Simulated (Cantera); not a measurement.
A Cantera script and what it prints.

```python
import numpy as np
import cantera as ct

gas_names = """
    B BF BF2 BF3 BH BHF2 BH2 BH3 BN B2 F F2 H HF H2 H2F2 H3F3 H4F4 H5F5 H6F6 H7F7 N NF NF2 NF3 NH NH2
    NH3 N2 N2H2 N2H4
""".split()
cond_names = """
    B(b) B(L) BN(s)
""".split()


# ... load() reads the species with a 1 bar reference pressure and builds the phases ...
atoms = {
    'BN': {'B': 1, 'N': 1},
    'HF': {'H': 1, 'F': 1},
    'H2': {'H': 2},
}
top_T = {'BN(s)': 3200}  # K; cautious upper limits of use, not melting points


# ... equilibrate(T, P, feed) seeds the gas with the atoms and calls Mixture.equilibrate('TP', solver="vcs", rtol=1e-11, max_steps=5000) ...
results = []
feed = {'BN': 1, 'HF': 3.4, 'H2': 87}  # mol
P = 25000  # Pa
for T in [1175, 1225, 1275, 1325, 1375, 1425, 1475, 1525, 1575, 1625, 1675, 1725, 1775]:
    mix = equilibrate(T, P, feed)
    results.append((T, P, feed, dict(zip(mix.species_names, mix.species_moles))))

top = {s: max(r[3][s] / sum(r[3][g] for g in gas_names) for r in results) for s in gas_names}
cols = sorted((s for s in top if top[s] > 0.0001), key=lambda s: -top[s])[:6]
seen = [c for c in cond_names if any(r[3].get(c, 0) > 1e-12 for r in results)]
print("log10 of partial pressures in bar; condensed amounts in mol")
print(f"{'T/K':>10s}" + "".join(f"{s[:9]:>10s}" for s in cols + seen))
for T, P, feed, n in results:
    ng = sum(n[g] for g in gas_names)
    print(f"{T:10.4g}" + "".join(f"{np.log10(max(n[s] / ng * P / 1e5, 1e-99)):10.3f}" for s in cols)
          + "".join(f"{n.get(c, 0):10.4g}" for c in seen))
```

Output:

```
log10 of partial pressures in bar; condensed amounts in mol
       T/K        H2       BF3        HF        N2      BHF2       BF2     BN(s)
      1175    -0.612    -2.578    -2.842    -2.876    -4.644    -6.912   0.03734
      1225    -0.612    -2.587    -2.807    -2.882    -4.464    -6.466   0.05061
      1275    -0.612    -2.595    -2.775    -2.888    -4.300    -6.056   0.06307
      1325    -0.612    -2.604    -2.745    -2.893    -4.149    -5.678   0.07449
      1375    -0.612    -2.615    -2.719    -2.898    -4.010    -5.329   0.08461
      1425    -0.612    -2.626    -2.695    -2.902    -3.883    -5.006   0.09311
      1475    -0.612    -2.639    -2.673    -2.905    -3.766    -4.707   0.09954
      1525    -0.613    -2.653    -2.653    -2.907    -3.659    -4.430    0.1032
      1575    -0.613    -2.671    -2.636    -2.907    -3.562    -4.174    0.1033
      1625    -0.613    -2.692    -2.621    -2.904    -3.475    -3.938   0.09818
      1675    -0.613    -2.719    -2.608    -2.898    -3.398    -3.722    0.0856
      1725    -0.613    -2.754    -2.599    -2.888    -3.333    -3.525   0.06198
      1775    -0.614    -2.800    -2.593    -2.870    -3.282    -3.350   0.02192
```

These are equilibrium values from Cantera (NASA tables, ideal gas, pure condensed phases), not measurements of a reactor. The tables' values for BF2 are old estimates; treat these amounts as uncertain.
